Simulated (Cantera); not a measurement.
Feed: 1 mol CCl4, 0.033 mol HCl.

Cantera equilibrium calculation (NASA polynomials, part measured and part estimated; ideal gas, pure solids and liquids). Candidate condensed phases: C, C6H6, C7H8, C8H18; 91 gas species. Rates play no part.

Stable condensed phases, one row left out:

```
T in °C \ P in Pa
              1    4.2     18     75    320   1300   5600  24000 100000
   3227       A      A      A      A      A      A      A      A      B
   3027       A      A      A      A      A      A      A      B      B
   2827       A      A      A      A      A      A      B      B      B
   2627       A      A      A      A      B      B      B      B      B
   2427       A      A      B      B      B      B      B      B      B
   2027       B      B      B      B      B      B      B      B      B
   1827       B      B      B      B      B      B      B      B      B
   1627       B      B      B      B      B      B      B      B      B
   1427       B      B      B      B      B      B      B      B      B
   1227       B      B      B      B      B      B      B      B      B
   1027       B      B      B      B      B      B      B      B      B
```

A: gas only; B: C.

Task: Give the row for 2227 °C.

Result: 1: C; 4.2: C; 18: C; 75: C; 320: C; 1300: C; 5600: C; 24000: C; 100000: C.
